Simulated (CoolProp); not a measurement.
Properties of n-undecane at several states (Tc = 638.8 K, pc = 1.990 MPa, ω = 0.539).

Values from CoolProp's reference Helmholtz-energy equation of state, Aleksandrov 2011. It is a short technical equation, of lower accuracy than the large ones.

```tsv
T (K)	p (MPa)	phase	cv (kJ/(kg K))	speed of sound (m/s)	expansivity (1/kK)	fugacity coefficient
257.3	0.0242	liquid	(withheld)	(withheld)	1.020	5.664e-5
511.4	0.102	gas	2.514	(withheld)	(withheld)	0.9544
457.2	0.333	liquid	2.419	709.1	(withheld)	(withheld)
```

Question: Complete the blanks.

Answer: 
- 257.3, cv (kJ/(kg K)): 1.653
- 257.3, speed of sound (m/s): 1453
- 511.4, speed of sound (m/s): 159.1
- 511.4, expansivity (1/kK): 2.362
- 457.2, expansivity (1/kK): 1.449
- 457.2, fugacity coefficient: 0.2179
